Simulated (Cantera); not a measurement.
A Cantera script and its output.

```python
import numpy as np
import cantera as ct

gas = ct.Solution("gri30.yaml")


def delay(T, t_max=10):
    gas.TPX = T, 51000, {'CH4': 1, 'H2': 0.64, 'O2': 1.29, 'N2': 3.35}
    reactor = ct.IdealGasReactor(gas, clone=False)
    net = ct.ReactorNet([reactor])
    net.rtol, net.atol = 1e-8, 1e-16
    while net.time < t_max:
        t_old, T_old = net.time, reactor.T
        net.step()
        if reactor.T > T + 400:  # ignition: a rise of 400 K
            return t_old + (T + 400 - T_old) / (reactor.T - T_old) * (net.time - t_old)
    return np.nan


taus = []
for T in [1048, 1123, 1198, 1273, 1348, 1423, 1498]:
    taus.append(delay(T))
    print(f"T0 = {T:6g} K   tau = {taus[-1]:.4e} s")
```

It prints:

```
T0 =   1048 K   tau = 1.2801e-02 s
T0 =   1123 K   tau = 5.9040e-03 s
T0 =   1198 K   tau = 2.8867e-03 s
T0 =   1273 K   tau = 1.5037e-03 s
T0 =   1348 K   tau = 8.3673e-04 s
T0 =   1423 K   tau = 4.9682e-04 s
T0 =   1498 K   tau = 3.1285e-04 s
```

Cantera simulation using GRI-Mech 3.0 (53 species, 325 reactions); the numbers are that mechanism's predictions, not measurements.
